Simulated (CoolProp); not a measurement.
Saturation properties of water.

Model: reference Helmholtz-energy equation of state, Wagner 2002, in CoolProp.

| T (K) | p (kPa) | vapour density (kg/m³) | enthalpy of vaporisation (kJ/kg) |
|---|---|---|---|
| 500.5 | 2664 | 13.32 | 1825 |
| 509.1 | 3115 | 15.58 | 1785 |
| 517.7 | 3623 | 18.15 | 1743 |
| 526.4 | 4199 | 21.12 | 1698 |
| 535 | 4835 | 24.47 | 1651 |
| 543.6 | 5542 | 28.29 | 1602 |
| 552.3 | 6335 | 32.70 | 1548 |
| 560.9 | 7201 | 37.70 | 1492 |
| 569.5 | 8155 | 43.46 | 1432 |
| 578.2 | 9216 | 50.21 | 1366 |
| 586.8 | 10370 | 58.00 | 1295 |
| 595.4 | 11620 | 67.20 | 1217 |
| 604.1 | 13020 | 78.38 | 1130 |
| 612.7 | 14520 | 91.96 | 1033 |

It boils at 373.1 K under 1 atm.
